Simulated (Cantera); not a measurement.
Input (Python, Cantera):

```python
import numpy as np
import cantera as ct

gas = ct.Solution("gri30.yaml")
gas.TPX = 1275, 820, {'H2': 0.37, 'O2': 1, 'N2': 4.3}
reactor = ct.IdealGasConstPressureReactor(gas, energy="off", clone=False)
net = ct.ReactorNet([reactor])
net.rtol, net.atol = 1e-08, 1e-18
show = ['H2', 'O2', 'H', 'NO', 'OH', 'N2O']
times = np.geomspace(2e-05, 30, 13)

steps = ct.SolutionArray(gas, extra=["t"])
rows = []
print(f"{'t/s':>10s}{'T/K':>9s}{'P/Pa':>11s}" + "".join(f"{s:>11s}" for s in show))
for t in times:
    while net.time < t:
        t_next = net.step()
        steps.append(gas.state, t=t_next)
    rows.append([np.interp(t, steps.t, y) for y in (steps.T, steps.P, *steps(*show).X.T)])
    print(f"{t:10.3e}{rows[-1][0]:9.1f}{rows[-1][1]:11.4g}" + "".join(f"{x:11.3e}" for x in rows[-1][2:]))
rate = np.gradient(steps.T, steps.t)
print("integrator steps:", len(steps.t))
if steps.T.max() > steps.T[0] + 200:
    print(f"time of steepest temperature rise: {steps.t[rate.argmax()]:.4e} s")
gas.TPX = 1275, 820, {'H2': 0.37, 'O2': 1, 'N2': 4.3}
gas.equilibrate("TP")
print(f"equilibrium (TP): T = {gas.T:.1f} K  " + "  ".join(f"{s} {gas[s].X[0]:.3e}" for s in show))
```

It prints:

```
       t/s      T/K       P/Pa         H2         O2          H         NO         OH        N2O
 2.000e-05   1275.0        820  6.526e-02  1.764e-01  4.785e-10  8.725e-23  1.628e-11  2.973e-17
 6.542e-05   1275.0        820  6.526e-02  1.764e-01  1.498e-09  3.133e-21  1.470e-10  1.055e-16
 2.140e-04   1275.0        820  6.526e-02  1.764e-01  5.055e-09  1.126e-19  1.108e-09  4.349e-16
 6.999e-04   1275.0        820  6.526e-02  1.764e-01  3.465e-08  4.346e-18  1.093e-08  2.461e-15
 2.289e-03   1275.0        820  6.525e-02  1.764e-01  4.843e-06  1.114e-15  1.617e-06  4.634e-14
 7.489e-03   1275.0        820  4.631e-03  1.408e-01  2.476e-02  6.611e-08  3.839e-03  1.034e-09
 2.449e-02   1275.0        820  3.670e-03  1.401e-01  2.255e-02  7.089e-07  3.521e-03  1.995e-09
 8.012e-02   1275.0        820  3.222e-03  1.414e-01  1.738e-02  2.305e-06  3.313e-03  2.168e-09
 2.621e-01   1275.0        820  2.002e-03  1.441e-01  7.545e-03  4.547e-06  2.635e-03  2.807e-09
 8.572e-01   1275.0        820  4.819e-04  1.473e-01  8.142e-04  5.396e-06  1.304e-03  5.173e-09
 2.804e+00   1275.0        820  4.635e-05  1.484e-01  2.386e-05  5.446e-06  4.058e-04  9.955e-09
 9.172e+00   1275.0        820  5.237e-06  1.485e-01  9.077e-07  5.450e-06  1.367e-04  1.291e-08
 3.000e+01   1275.0        820  9.226e-07  1.486e-01  6.734e-08  5.451e-06  5.745e-05  1.201e-08
integrator steps: 1660
equilibrium (TP): T = 1275.0 K  H2 1.074e-07  O2 1.484e-01  H 2.686e-09  NO 2.827e-04  OH 1.961e-05  N2O 1.714e-09
```

Cantera simulation using GRI-Mech 3.0 (53 species, 325 reactions); the numbers are that mechanism's predictions, not measurements. Radical loss at walls, strong at low pressure, is not modelled. The temperature is held fixed by assumption; the heat of reaction is taken as removed at once.
